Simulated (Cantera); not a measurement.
A closed system holds: 1 mol BF3, 13 mol N2, at 1900 °C and 1.00 bar.

Method: chemical equilibrium by Gibbs-energy minimisation in Cantera with the NASA 1993 tables (ideal gas, pure condensed phases). Candidate condensed phases: B, BN; 13 gas species. The tables' values for BF2 are old estimates; treat these amounts as uncertain. The numbers say what is thermodynamically allowed, not how fast it happens.

Base state: N2 0.928, BF3 0.0713, F 0.000103, BF2 0.000103 (mole fractions); condensed: gas only.

### Question
What changes in the equilibrium state with this change: BF3 replaced by BCl3?

### Answer
```
species    before    after
-------  --------  -------
N2          0.928    0.918
BCl3            0   0.0610
Cl              0   0.0115
BF3        0.0713        0
BCl2            0  0.00745
BCl             0  0.00211
F        0.000103        0
BF2      0.000103        0
Cl2             0  7.20e-5
```
The tables' values for BCl2, BCl are old estimates; treat these amounts as uncertain.
